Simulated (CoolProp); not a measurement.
Cyclohexane along the isotherm 312.55 °C: fugacity coefficient from the reference equation and from simpler models built on Tc = 280.5 °C, pc = 4.081 MPa, ω = 0.209; each cubic takes its own stable root.

Values from CoolProp's reference Helmholtz-energy equation of state, Zhou 2014.

```json
[
 {"p (MPa)": "2.72", "phase": "gas", "reference": "0.8164", "van der Waals": "0.8292", "Redlich-Kwong": "0.8141", "Soave-Redlich-Kwong": "0.8186", "Peng-Robinson": "0.7999"},
 {"p (MPa)": "5.44", "phase": "supercritical", "reference": "0.6354", "van der Waals": "0.6444", "Redlich-Kwong": "0.6318", "Soave-Redlich-Kwong": "0.6436", "Peng-Robinson": "0.6173"},
 {"p (MPa)": "8.16", "phase": "supercritical", "reference": "0.4869", "van der Waals": "0.5056", "Redlich-Kwong": "0.4900", "Soave-Redlich-Kwong": "0.5041", "Peng-Robinson": "0.4777"},
 {"p (MPa)": "10.9", "phase": "supercritical", "reference": "0.4065", "van der Waals": "0.4360", "Redlich-Kwong": "0.4140", "Soave-Redlich-Kwong": "0.4273", "Peng-Robinson": "0.4005"},
 {"p (MPa)": "13.6", "phase": "supercritical", "reference": "0.3598", "van der Waals": "0.3980", "Redlich-Kwong": "0.3697", "Soave-Redlich-Kwong": "0.3825", "Peng-Robinson": "0.3547"},
 {"p (MPa)": "16.3", "phase": "supercritical", "reference": "0.3301", "van der Waals": "0.3761", "Redlich-Kwong": "0.3416", "Soave-Redlich-Kwong": "0.3538", "Peng-Robinson": "0.3250"},
 {"p (MPa)": "19", "phase": "supercritical", "reference": "0.3103", "van der Waals": "0.3639", "Redlich-Kwong": "0.3230", "Soave-Redlich-Kwong": "0.3350", "Peng-Robinson": "0.3047"},
 {"p (MPa)": "21.8", "phase": "supercritical", "reference": "0.2966", "van der Waals": "0.3580", "Redlich-Kwong": "0.3102", "Soave-Redlich-Kwong": "0.3221", "Peng-Robinson": "0.2902"},
 {"p (MPa)": "24.5", "phase": "supercritical", "reference": "0.2879", "van der Waals": "0.3572", "Redlich-Kwong": "0.3023", "Soave-Redlich-Kwong": "0.3142", "Peng-Robinson": "0.2805"},
 {"p (MPa)": "27.2", "phase": "supercritical", "reference": "0.2825", "van der Waals": "0.3599", "Redlich-Kwong": "0.2976", "Soave-Redlich-Kwong": "0.3095", "Peng-Robinson": "0.2739"},
 {"p (MPa)": "29.9", "phase": "supercritical", "reference": "0.2795", "van der Waals": "0.3656", "Redlich-Kwong": "0.2953", "Soave-Redlich-Kwong": "0.3073", "Peng-Robinson": "0.2696"},
 {"p (MPa)": "32.6", "phase": "supercritical", "reference": "0.2784", "van der Waals": "0.3739", "Redlich-Kwong": "0.2949", "Soave-Redlich-Kwong": "0.3071", "Peng-Robinson": "0.2672"},
 {"p (MPa)": "35.4", "phase": "supercritical", "reference": "0.2790", "van der Waals": "0.3849", "Redlich-Kwong": "0.2962", "Soave-Redlich-Kwong": "0.3086", "Peng-Robinson": "0.2662"},
 {"p (MPa)": "38.1", "phase": "supercritical", "reference": "0.2810", "van der Waals": "0.3977", "Redlich-Kwong": "0.2989", "Soave-Redlich-Kwong": "0.3115", "Peng-Robinson": "0.2665"},
 {"p (MPa)": "40.8", "phase": "supercritical", "reference": "0.2842", "van der Waals": "0.4125", "Redlich-Kwong": "0.3027", "Soave-Redlich-Kwong": "0.3157", "Peng-Robinson": "0.2679"}
]
```
